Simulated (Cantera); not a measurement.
Feed: 1 mol CaO, 1.3 mol F2, 0.72 mol H2, equilibrated at 0.0133 bar.

Equilibrium computed with Cantera from the NASA thermochemical tables; the gas is ideal and each condensed phase is pure. Candidate condensed phases: Ca, CaF2, CaO, Ca(OH)2, H2O; 29 gas species. Rates play no part.

x: gas mole fraction; n: condensed amount in mol.

```json
[
 {"T (°C)": "852", "x HF": "0.458", "x H2O": "0.321", "x O2": "0.221", "x CaF2": "2.68e-9", "x OH": "5.39e-6", "x O": "1.88e-8", "x H2": "1.42e-8", "n CaF2(s)": "1.00", "n CaF2(l)": "0"},
 {"T (°C)": "927", "x HF": "0.458", "x H2O": "0.321", "x O2": "0.221", "x CaF2": "4.40e-8", "x OH": "1.60e-5", "x O": "1.02e-7", "x H2": "7.50e-8", "n CaF2(s)": "1.00", "n CaF2(l)": "0"},
 {"T (°C)": "1002", "x HF": "0.458", "x H2O": "0.321", "x O2": "0.221", "x CaF2": "5.10e-7", "x OH": "4.17e-5", "x O": "4.55e-7", "x H2": "3.26e-7", "n CaF2(s)": "1.000", "n CaF2(l)": "0"},
 {"T (°C)": "1077", "x HF": "0.458", "x H2O": "0.321", "x O2": "0.221", "x CaF2": "4.44e-6", "x OH": "9.79e-5", "x O": "1.72e-6", "x H2": "1.20e-6", "n CaF2(s)": "1.000", "n CaF2(l)": "0"},
 {"T (°C)": "1152", "x HF": "0.458", "x H2O": "0.320", "x O2": "0.221", "x CaF2": "…", "x OH": "…", "x O": "…", "x H2": "…", "n CaF2(s)": "1.000", "n CaF2(l)": "0"},
 {"T (°C)": "1227", "x HF": "0.458", "x H2O": "0.320", "x O2": "0.221", "x CaF2": "0.000164", "x OH": "0.000417", "x O": "1.65e-5", "x H2": "1.12e-5", "n CaF2(s)": "1.000", "n CaF2(l)": "0"},
 {"T (°C)": "1302", "x HF": "0.458", "x H2O": "0.320", "x O2": "0.221", "x CaF2": "0.000741", "x OH": "0.000777", "x O": "4.36e-5", "x H2": "2.90e-5", "n CaF2(s)": "0.999", "n CaF2(l)": "0"},
 {"T (°C)": "1377", "x HF": "0.456", "x H2O": "0.319", "x O2": "0.220", "x CaF2": "…", "x OH": "…", "x O": "…", "x H2": "…", "n CaF2(s)": "0.996", "n CaF2(l)": "0"},
 {"T (°C)": "1452", "x HF": "0.453", "x H2O": "0.316", "x O2": "0.219", "x CaF2": "0.00935", "x OH": "0.00227", "x O": "0.000235", "x H2": "0.000152", "n CaF2(s)": "0", "n CaF2(l)": "0.988"}
]
```

What belongs in the gaps?


- 1152, x CaF2: 3.02e-5
- 1152, x OH: 0.000210
- 1152, x O: 5.65e-6
- 1152, x H2: 3.88e-6
- 1377, x CaF2: 0.00287
- 1377, x OH: 0.00136
- 1377, x O: 0.000105
- 1377, x H2: 6.91e-5
